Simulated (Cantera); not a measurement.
**Equilibrium for fluorocarbon and chlorocarbon gases: CH3Cl + F2**

A closed system holds: 1 mol CH3Cl, 0.91 mol F2, at 0.133 bar.

Equilibrium computed with Cantera from the NASA thermochemical tables; the gas is ideal and each condensed phase is pure. Candidate condensed phases: C, C6H6, C7H8, C8H18; 118 gas species. The tables' values for CCl are old estimates; treat these amounts as uncertain. The numbers say what is thermodynamically allowed, not how fast it happens.

```csv
T (K),x HF,x HCl,x H,x Cl,x H2,x C3,x F,n C(graphite)
2175,0.619,0.324,0.00259,0.0163,0.0375,1.09e-8,3.38e-5,0.999
2325,0.613,0.305,0.00625,0.0318,0.0430,1.98e-7,0.000114,0.999
2475,0.604,0.278,0.0138,0.0543,0.0498,2.52e-6,0.000326,0.997
2625,0.590,0.242,0.0276,0.0828,0.0563,2.37e-5,0.000824,0.993
2775,0.571,0.199,0.0502,0.115,0.0600,0.000174,0.00190,0.984
2925,0.546,0.154,0.0829,0.148,0.0589,0.00103,0.00414,0.961
3075,0.514,0.110,0.124,0.177,0.0523,0.00510,0.00859,0.890
3225,0.467,0.0718,0.167,0.196,0.0413,0.0216,0.0171,0.628
3375,0.398,0.0420,0.206,0.198,0.0292,0.0579,0.0319,0
```
x: gas mole fraction; n: condensed amount in mol.

From 2175 K to 3225 K the condensed part is C(graphite). At 3375 K nothing is condensed. The main C-bearing gas is C2H2 (acetylene) at 2175 K and C3 at 3375 K.
